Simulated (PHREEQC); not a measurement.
1 kg of water holding 5.7 mmol/kgw MgCl2 and 3.9 mmol/kgw CaCl2 is evaporated at 40 °C; the solids stay in contact with the brine. The system is closed to CO2. Only these solids could form: Bischofite, Brucite, Portlandite, MgCl2_4H2O.

The numbers come from PHREEQC with the Pitzer model, pitzer.dat.

```
water left (kg)  ionic strength  water activity  Mg in solution (mol/kgw)  Ca in solution (mol/kgw)  Cl in solution (mol/kgw)
---------------  --------------  --------------  ------------------------  ------------------------  ------------------------
1                        0.0288           1.000                   0.00570                   0.00390                    0.0192
0.5552                   0.0519           0.999                    0.0103                   0.00702                    0.0346
0.2533                    0.114           0.998                    0.0225                    0.0154                    0.0758
0.1407                    0.205           0.997                    0.0405                    0.0277                     0.137
0.06418                   0.449           0.993                    0.0888                    0.0608                     0.299
0.03564                   0.808           0.987                     0.160                     0.109                     0.539
0.01979                    1.46           0.976                     0.288                     0.197                     0.970
0.00903                    3.19           0.940                     0.631                     0.432                      2.13
0.005012                   5.75           0.866                      1.14                     0.778                      3.83
```

Constants without temperature data keep their 25 °C values here.
